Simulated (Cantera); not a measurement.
A perfectly stirred reactor is fed with 0.138 % CO, 0.759 % O2, 0.522 % H2O, 98.6 % N2, equivalence ratio 0.091, at 460000 Pa; it is held at 1125 K, and followed from long to short residence time.

Computed with Cantera and GRI-Mech 3.0 (53 species, 325 reactions).

One state of this run: x CO = 0.000356; x O2 = 0.00708; x H2O = 0.00523; x O = 1.23e-7; x NO = 1.69e-9; x H2O2 = 2.32e-8; x HO2 = 1.02e-6. x: mole fraction; the columns are a selection and need not sum to one.

### Question
Which value of τ (s) does it belong to?
A) 0.010
B) 0.00056
C) 0.19
D) 0.80

### Answer
D, 0.80
